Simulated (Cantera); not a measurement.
A perfectly stirred reactor is fed with CH4 : H2 = 1 : 80 (molar parts), at 0.0460 bar; it is held at 1575 K, and followed from long to short residence time.

Computed with Cantera and GRI-Mech 3.0 (53 species, 325 reactions). GRI-Mech 3.0 stops at C3 and has no aromatics, soot or wall deposition, so with more carbon than oxygen in the feed, carbon stays in small species such as C2H2 where larger ones or solid carbon would form. Radical loss at walls, strong at low pressure, is not modelled.

### Question
What does this change do: H2 80 to 600 parts?

### Answer
```
quantity                  before     after
----------------------  --------  --------
x(CH4) at τ = 6.30 s     0.00912   0.00157
x(H2) at τ = 6.30 s        0.989     0.998
x(H) at τ = 6.30 s      0.000184  0.000185
x(CH3) at τ = 6.30 s     3.44e-5   5.90e-6
x(C2H2) at τ = 6.30 s    0.00156   4.59e-5
x(CH4) at τ = 22.0 ms     0.0123   0.00166
x(H2) at τ = 22.0 ms       0.988     0.998
x(H) at τ = 22.0 ms      4.74e-5   8.40e-6
x(CH3) at τ = 22.0 ms    1.20e-5   2.87e-7
x(C2H2) at τ = 22.0 ms   2.05e-7  5.61e-11
```
